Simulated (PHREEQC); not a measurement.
Solution (60 °C): 0.001 mol AgNO3, 9.5e-05 mol KNO3 and 0.0002 mol Zn(NO3)2 per kg of water. Closed to the air; pH follows from the charge balance.

The numbers come from PHREEQC with the ion-association model, wateq4f.dat.

Each row changes one thing in this solution. This is a speciation only: nothing precipitates in the calculation.

| case | pH | AgNO3 (mol/kgw) | AgOH (mol/kgw) | SI of Ag2O (Ag2O) |
|---|---|---|---|---|
| as made | 5.84 | 6.94e-7 | 6.66e-10 | -6.13 |
| AgNO3 from 0.001 to 0.0002 mol/kgw | 5.84 | 6.63e-8 | 1.32e-10 | -7.54 |
| diluted 10-fold with water | 6.25 | 7.42e-9 | 1.77e-10 | -7.28 |
| KNO3 from 9.5e-05 to 9.5e-06 mol/kgw | 5.84 | 6.56e-7 | 6.66e-10 | -6.13 |
| Zn(NO3)2 replaced by Cu(NO3)2 at the same molality | 5.38 | 6.94e-7 | 2.27e-10 | -7.06 |
| AgNO3 from 0.001 to 0.0005 mol/kgw | 5.84 | 2.34e-7 | 3.31e-10 | -6.74 |
| KNO3 left out | 5.84 | 6.51e-7 | 6.66e-10 | -6.13 |

Species that the database lacks are ignored. Some of these states are supersaturated (in Tenorite (slow to form), for instance). At this temperature some constants are extrapolated from 25 °C, and those without enthalpy data are left unchanged.
